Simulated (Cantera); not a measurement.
Input: 1 mol Pb, 0.18 mol H2, at 452 °C and 1 atm.

Cantera equilibrium calculation (NASA polynomials, part measured and part estimated; ideal gas, pure solids and liquids). Candidate condensed phases: Pb; 4 gas species. The numbers say what is thermodynamically allowed, not how fast it happens.

Base state: H2 1.00 (mole fractions); condensed: Pb(l).

Task: What changes in the equilibrium state with this change: Pb replaced by Hg?

Result: 
```tsv
species	before	after
Hg	0	0.847
H2	1.00	0.153
Pb(l), mol	1.00	0
```
Further candidate phases: Hg.
